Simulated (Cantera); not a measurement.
A closed system holds: 1 mol Si, 3.6 mol CO2, 7 mol H2, held at 998 K and 13300 Pa.

Cantera equilibrium calculation (NASA polynomials, part measured and part estimated; ideal gas, pure solids and liquids). Candidate condensed phases: C, C6H6, C7H8, C8H18, H2O, Si, SiC, SiO2; 123 gas species. Equilibrium is a limit: real reactors are often held back by kinetics, nucleation or transport.

Base state: H2 0.571, CO 0.277, H2O 0.0890, CO2 0.0625, CH4 0.000411 (mole fractions); condensed: SiO2(β-quartz).

Question: What changes in the equilibrium state with this change: Si replaced by Si3N4?

Answer: 
```json
[
 {"species": "H2", "before": "0.571", "after": "0.678"},
 {"species": "N2", "before": "0", "after": "0.198"},
 {"species": "CO", "before": "0.277", "after": "0.113"},
 {"species": "CO2", "before": "0.0625", "after": "0.00100"},
 {"species": "H2O", "before": "0.0890", "after": "0.00416"},
 {"species": "NH3", "before": "0", "after": "1.95e-5"},
 {"species": "CH4", "before": "0.000411", "after": "0.00598"},
 {"species": "SiO2(β-quartz), mol", "before": "1.00", "after": "3.00"},
 {"species": "C(graphite), mol", "before": "0", "after": "2.39"}
]
```
Further candidate phases: Si2N2O, Si3N4.

Question: What changes in the equilibrium state with this change: temperature from 998 K to 1523.15 K?

Answer: 
```tsv
species	before	after
H2	0.571	0.536
CO	0.277	0.313
H2O	0.0890	0.124
CO2	0.0625	0.0269
CH4	0.000411	2.32e-8
H	4.45e-9	4.64e-5
SiO2(β-quartz), mol	1.00	1.000
```
The tables hold silica as quartz up to 1696 K and as liquid above; real silica turns to tridymite and cristobalite and melts near 1996 K. Gases not in the tables: Si(OH)4.

Question: What changes in the equilibrium state with this change: CO2 from 3.6 to 1.1 mol?

Answer: 
| species | before | after |
|---|---|---|
| H2 | 0.571 | 0.960 |
| CO | 0.277 | 0.0266 |
| CH4 | 0.000411 | 0.0120 |
| H2O | 0.0890 | 0.00139 |
| CO2 | 0.0625 | 5.60e-5 |
| SiO2(β-quartz), mol | 1.00 | 1.00 |
| C(graphite), mol | 0 | 0.825 |
